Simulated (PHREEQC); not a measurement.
# Acid rinse or clean: an equilibrium model

A solution holds 0.0019 mol HCl, 0.02 mol NaCl and 0.0024 mol KCl per kg of water, at 26 °C. Closed to the air; pH follows from the charge balance.

The numbers come from PHREEQC with the ion-association model, phreeqc.dat.

| Quantity | Value |
|---|---|
| pH | 2.78 |
| ionic strength | 0.0243 mol/kgw |
| specific conductance | 3400 µS/cm |
| total alkalinity | -1.90 meq/kg |

```
species  molality  activity   log γ
-------  --------  --------  ------
Cl-        0.0243    0.0208  -0.067
Na+        0.0200    0.0173  -0.064
K+        0.00240   0.00206  -0.067
H+        0.00190   0.00168  -0.055
```

No solid was allowed to form.
